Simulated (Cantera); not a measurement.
# Hydrocarbon pyrolysis for carbon deposition

An isothermal, constant-pressure homogeneous reactor starts with 7.14 % C2H6, 92.9 % N2, at 1975 K and 0.0267 bar.

Detailed kinetics in Cantera: GRI-Mech 3.0 (53 species, 325 reactions). GRI-Mech 3.0 stops at C3 and has no aromatics, soot or wall deposition, so with more carbon than oxygen in the feed, carbon stays in small species such as C2H2 where larger ones or solid carbon would form. Radical loss at walls, strong at low pressure, is not modelled.

```csv
t (s),x C2H6,x CH3,x C2H4,x CH4,x C2H
6.00e-6,0.0647,0.0120,2.64e-5,9.99e-5,<1e-12
1.98e-5,0.0502,0.0319,0.00116,0.000941,1.06e-9
6.52e-5,0.0141,0.0512,0.0171,0.00637,3.85e-6
0.000215,0.000152,0.0173,0.0156,0.0144,3.24e-5
0.000709,1.08e-5,0.00470,0.00299,0.0125,1.85e-5
0.00234,2.49e-6,0.00203,0.000441,0.00940,1.13e-5
0.00770,7.33e-7,0.00105,0.000117,0.00626,8.89e-6
0.0254,1.84e-7,0.000537,2.96e-5,0.00290,9.93e-6
0.0837,1.58e-8,0.000170,4.16e-6,0.000649,1.41e-5
0.276,3.30e-10,2.75e-5,1.71e-6,6.99e-5,2.13e-5
0.910,2.22e-12,2.01e-6,1.58e-6,4.27e-6,2.55e-5
3.00,<1e-12,7.28e-7,1.58e-6,1.53e-6,2.56e-5
```
x: mole fraction; the columns are a selection and need not sum to one.

Equilibrium at this temperature and pressure: C2H6 <1e-12, CH3 1.38e-6, C2H4 5.11e-7, CH4 2.91e-6, C2H 8.30e-6 (gas phase only).
